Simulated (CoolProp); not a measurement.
Propylene along the isobar 3.71 MPa: fugacity coefficient from the reference equation and from simpler models built on Tc = 364.2 K, pc = 4.555 MPa, ω = 0.146; each cubic takes its own stable root.

Model: reference Helmholtz-energy equation of state, Lemmon 2013, in CoolProp.

```json
[
 {"T (K)": "323.2", "phase": "liquid", "reference": "0.4551", "Redlich-Kwong": "0.4917", "Soave-Redlich-Kwong": "0.4656", "Peng-Robinson": "0.4507"},
 {"T (K)": "339.3", "phase": "liquid", "reference": "0.5825", "Redlich-Kwong": "0.6106", "Soave-Redlich-Kwong": "0.5931", "Peng-Robinson": "0.5741"},
 {"T (K)": "355.5", "phase": "gas", "reference": "0.7034", "Redlich-Kwong": "0.7095", "Soave-Redlich-Kwong": "0.7074", "Peng-Robinson": "0.6864"},
 {"T (K)": "371.6", "phase": "gas", "reference": "0.7463", "Redlich-Kwong": "0.7476", "Soave-Redlich-Kwong": "0.7491", "Peng-Robinson": "0.7278"},
 {"T (K)": "387.8", "phase": "gas", "reference": "0.7800", "Redlich-Kwong": "0.7785", "Soave-Redlich-Kwong": "0.7828", "Peng-Robinson": "0.7615"},
 {"T (K)": "403.9", "phase": "gas", "reference": "0.8076", "Redlich-Kwong": "0.8042", "Soave-Redlich-Kwong": "0.8108", "Peng-Robinson": "0.7897"},
 {"T (K)": "420", "phase": "gas", "reference": "0.8308", "Redlich-Kwong": "0.8262", "Soave-Redlich-Kwong": "0.8347", "Peng-Robinson": "0.8138"},
 {"T (K)": "436.2", "phase": "gas", "reference": "0.8507", "Redlich-Kwong": "0.8452", "Soave-Redlich-Kwong": "0.8554", "Peng-Robinson": "0.8348"},
 {"T (K)": "452.3", "phase": "gas", "reference": "0.8677", "Redlich-Kwong": "0.8616", "Soave-Redlich-Kwong": "0.8732", "Peng-Robinson": "0.8531"},
 {"T (K)": "468.5", "phase": "gas", "reference": "0.8826", "Redlich-Kwong": "0.8760", "Soave-Redlich-Kwong": "0.8888", "Peng-Robinson": "0.8691"},
 {"T (K)": "484.6", "phase": "gas", "reference": "0.8956", "Redlich-Kwong": "0.8886", "Soave-Redlich-Kwong": "0.9024", "Peng-Robinson": "0.8832"},
 {"T (K)": "500.8", "phase": "gas", "reference": "0.9071", "Redlich-Kwong": "0.8997", "Soave-Redlich-Kwong": "0.9144", "Peng-Robinson": "0.8958"},
 {"T (K)": "516.9", "phase": "gas", "reference": "0.9172", "Redlich-Kwong": "0.9096", "Soave-Redlich-Kwong": "0.9250", "Peng-Robinson": "0.9069"},
 {"T (K)": "533.1", "phase": "gas", "reference": "0.9263", "Redlich-Kwong": "0.9184", "Soave-Redlich-Kwong": "0.9344", "Peng-Robinson": "0.9168"},
 {"T (K)": "549.2", "phase": "gas", "reference": "0.9343", "Redlich-Kwong": "0.9262", "Soave-Redlich-Kwong": "0.9427", "Peng-Robinson": "0.9256"}
]
```
